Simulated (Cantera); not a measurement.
Input: 1 mol Fe, 0.44 mol SO2, 11 mol N2, at 1500 K and 10.0 mbar.

Method: chemical equilibrium by Gibbs-energy minimisation in Cantera with the NASA 1993 tables (ideal gas, pure condensed phases). Candidate condensed phases: Fe, FeO, FeS, FeSO4, FeS2, Fe2O3, Fe2(SO4)3, Fe3O4, S; 19 gas species. Metal and sulfide melt together well below either melting point, which pure phases cannot show. Mutual solubility and eutectic melting of coexisting phases are not modelled. The tables' stoichiometric FeO is somewhat more stable than real wüstite, so its field is too wide. FeO, FeS: taken at fixed stoichiometry. Rates play no part.

Base state: N2 0.987, S2 0.0103, SO2 0.00236, SO 0.000421, S 4.14e-5, S2O 2.49e-5 (mole fractions); condensed: FeO(s) + FeS(l).

### Question
What changes in the equilibrium state with this change: pressure from 10.0 mbar to 4.10 bar?

### Answer
```tsv
species	before	after
N2	0.987	0.989
SO2	0.00236	0.00744
S2	0.0103	0.00300
S	4.14e-5	1.10e-6
SO	0.000421	0.000122
S2O	2.49e-5	7.85e-5
FeO(s), mol	0.822	0.712
FeS(l), mol	0.177	0.288
```

### Question
What changes in the equilibrium state with this change: temperature from 1500 K to 998.15 K?

### Answer
```
species          before     after
-------------  --------  --------
N2                0.987     0.996
SO2             0.00236   0.00313
S2               0.0103  0.000606
S               4.14e-5   1.62e-9
SO             0.000421   1.78e-6
FeO(s), mol       0.822         0
FeS(l), mol       0.177         0
FeS(s), mol           0     0.392
Fe3O4(s), mol         0     0.203
```
FeS: taken at fixed stoichiometry. Gases not in the tables: S3 to S7.

### Question
What changes in the equilibrium state with this change: pressure from 10.0 mbar to 0.240 bar?

### Answer
```json
[
 {"species": "N2", "before": "0.987", "after": "0.988"},
 {"species": "S2", "before": "0.0103", "after": "0.00613"},
 {"species": "SO2", "before": "0.00236", "after": "0.00527"},
 {"species": "S", "before": "4.14e-5", "after": "6.51e-6"},
 {"species": "S2O", "before": "2.49e-5", "after": "5.56e-5"},
 {"species": "SO", "before": "0.000421", "after": "0.000249"},
 {"species": "FeO(s), mol", "before": "0.822", "after": "0.759"},
 {"species": "FeS(l), mol", "before": "0.177", "after": "0.241"}
]
```
